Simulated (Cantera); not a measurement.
## Ignition delay

Mixture: CH4 : O2 : N2 = 1 : 1.05 : 3.96 (molar parts), at 1.00 bar, adiabatic and at constant pressure. Ignition delay is the time to a rise of 400 K.

Detailed kinetics in Cantera: GRI-Mech 3.0 (53 species, 325 reactions).

```
T0 (K)  delay (ms)
------  ----------
1300          16.8
1375          6.52
1450          2.70
1525          1.20
1600         0.579
1675         0.303
1750         0.172
```

* **apparent activation energy between 1600 and 1750 K**: 190 kJ/mol
